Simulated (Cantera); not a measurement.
## Si + F2 + N2 (silicon etching in halogen gases)

A closed system holds: 1 mol Si, a varied amount of F2, 0.44 mol N2, equilibrated at 0.00160 bar.

These are equilibrium values from Cantera (NASA tables, ideal gas, pure condensed phases), not measurements of a reactor. Candidate condensed phases: Si, Si3N4; 16 gas species. N2 is the only nitrogen source here; it is nearly inert below about 1500 K, so the nitride shown seldom forms there in practice. Mutual solubility and eutectic melting of coexisting phases are not modelled. The tables' values for SiF2, SiF3 are old estimates. The numbers say what is thermodynamically allowed, not how fast it happens.

Stable condensed phases:

```
T in K \ n(F2) in mol
         0.66 0.85  1.1  1.4  1.8  2.2  2.9  3.7  4.7    6  7.6  9.7
   1773     A    A    A    B    B    B    B    B    B    B    B    B
   1673     A    A    A    A    B    B    B    B    B    B    B    B
   1573     C    D    D    D    B    B    B    B    B    B    B    B
   1473     D    D    D    D    D    B    B    B    B    B    B    B
   1373     D    D    D    D    D    B    B    B    B    B    B    B
   1273     C    D    D    D    D    B    B    B    B    B    B    B
   1173     C    D    D    D    D    B    B    B    B    B    B    B
   1073     C    D    D    D    D    B    B    B    B    B    B    B
    973     C    D    D    D    D    B    B    B    B    B    B    B
    873     C    D    D    D    D    B    B    B    B    B    B    B
    773     C    D    D    D    D    B    B    B    B    B    B    B
```

A: Si; B: gas only; C: Si + Si3N4; D: Si3N4.
